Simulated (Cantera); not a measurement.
Charge: 1 mol CuO, 3.2 mol HF, 1.1 mol N2, held at 898 K.

Equilibrium computed with Cantera from the NASA thermochemical tables; the gas is ideal and each condensed phase is pure. Candidate condensed phases: Cu, CuF2, CuO, Cu(OH)2, Cu2O, H2O; 45 gas species. Kinetics and transport are ignored.

x: gas mole fraction; n: condensed amount in mol.

```csv
P (Pa),x HF,x N2,x O2,x H2O,x CuF,x CuF2,n Cu2O(s),n CuO(s),n CuF2(s)
1,0.703,0.242,0.0549,0.000114,0.000193,1.79e-5,0.500,0,0
4.20,0.703,0.242,0.0549,8.72e-5,0.000108,3.35e-5,0.500,0,0
18,0.730,0.251,0.0185,7.51e-5,5.82e-5,4.60e-5,0.162,0.676,0
75,0.741,0.255,0.00444,6.77e-5,3.04e-5,5.25e-5,0.0383,0.923,0
320,0.743,0.256,___,6.37e-5,___,5.61e-5,___,0.982,0
1300,0.744,0.256,0.000256,0.000126,5.39e-6,2.85e-5,0.00219,0.995,0.000406
5600,0.743,0.256,___,___,___,___,___,0.997,___
24000,0.741,0.256,1.39e-5,0.00230,2.92e-7,1.54e-6,0.000118,0.990,0.00987
100000,0.732,0.258,3.33e-6,0.00936,7.01e-8,3.71e-7,0,0.960,0.0399
```

Problem. Some entries are withheld; supply them.

Solution. 
- 320, x O2: 0.00104
- 320, x CuF: 1.52e-5
- 320, n Cu2O(s): 0.00892
- 5600, x O2: 5.94e-5
- 5600, x H2O: 0.000540
- 5600, x CuF: 1.25e-6
- 5600, x CuF2: 6.62e-6
- 5600, n Cu2O(s): 0.000508
- 5600, n CuF2(s): 0.00229
